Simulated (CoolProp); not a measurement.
Vapour-liquid equilibrium of propane (1) + n-perfluorobutane (2) at 292.9 K; x and y are mole fractions of (1).

The numbers come from the multi-fluid Helmholtz-energy mixture model, Lemmon 2009 and Gao 2022; pair parameters Bell 2016 in CoolProp.

| x | bubble pressure (MPa) | y at the bubble point | dew pressure at overall composition x (MPa) | liquid density (mol/L) |
|---|---|---|---|---|
| 0.05 | [?] | 0.299 | [?] | 6.492 |
| 0.2 | 0.5288 | 0.607 | 0.2796 | [?] |
| 0.35 | 0.6551 | 0.708 | [?] | 7.360 |
| 0.5 | 0.7283 | [?] | [?] | 7.926 |
| 0.65 | [?] | 0.803 | [?] | 8.646 |
| 0.8 | 0.8143 | 0.857 | 0.7736 | 9.591 |
| 0.95 | 0.8339 | 0.950 | 0.8339 | 10.85 |

Q: Fill in the missing entries.

A: 
- 0.05, bubble pressure (MPa): 0.3170
- 0.05, dew pressure at overall composition x (MPa): 0.2367
- 0.2, liquid density (mol/L): 6.894
- 0.35, dew pressure at overall composition x (MPa): 0.3401
- 0.5, y at the bubble point: 0.761
- 0.5, dew pressure at overall composition x (MPa): 0.4313
- 0.65, bubble pressure (MPa): 0.7770
- 0.65, dew pressure at overall composition x (MPa): 0.5784

No azeotrope shows between x = 0.05 and 0.95.

Pair parameters are fitted to limited data, so mixtures are less certain than the pure fluids. With so large a gap from Raoult's law the liquid may split in two, which this calculation doesn't test in full.
